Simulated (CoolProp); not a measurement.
Computed with CoolProp (reference Helmholtz-energy equation of state, Lemmon 2006). It is a short technical equation, of lower accuracy than the large ones.

### Question
Give the vapour pressure (bar), liquid density (kg/m³), enthalpy of vaporisation (kJ/kg), liquid cp (kJ/(kg K)) of saturated acetone at 433 K.

### Answer
| T (K) | p (bar) | liquid density (kg/m³) | enthalpy of vaporisation (kJ/kg) | liquid cp (kJ/(kg K)) |
|---|---|---|---|---|
| 433 | 13.8 | 602 | 354 | 2.74 |
